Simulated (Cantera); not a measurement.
A perfectly stirred reactor is fed with H2 : O2 : N2 = 0.22 : 1 : 0.3 (molar parts), equivalence ratio 0.11, at 16.5 Torr; it is held at 1200 K, and followed from long to short residence time.

Detailed kinetics in Cantera: the H2/O2 subset of GRI-Mech 3.0, which has no nitrogen chemistry. Radical loss at walls, strong at low pressure, is not modelled. The temperature is held fixed by assumption; the heat of reaction is taken as removed at once.

Problem. What does this change do: temperature 1200 to 1373 K?

Solution. 
```csv
quantity,before,after
x(H2) at τ = 20.0 s,5.52e-5,5.32e-5
x(O2) at τ = 20.0 s,0.631,0.630
x(HO2) at τ = 20.0 s,1.08e-6,5.67e-7
x(OH) at τ = 20.0 s,0.000510,0.00104
x(H2O2) at τ = 20.0 s,1.07e-7,3.87e-8
x(H2) at τ = 0.260 s,0.000881,0.000901
x(O2) at τ = 0.260 s,0.627,0.624
x(HO2) at τ = 0.260 s,6.24e-6,3.89e-6
x(OH) at τ = 0.260 s,0.00218,0.00436
x(H2O2) at τ = 0.260 s,3.52e-7,1.63e-7
```
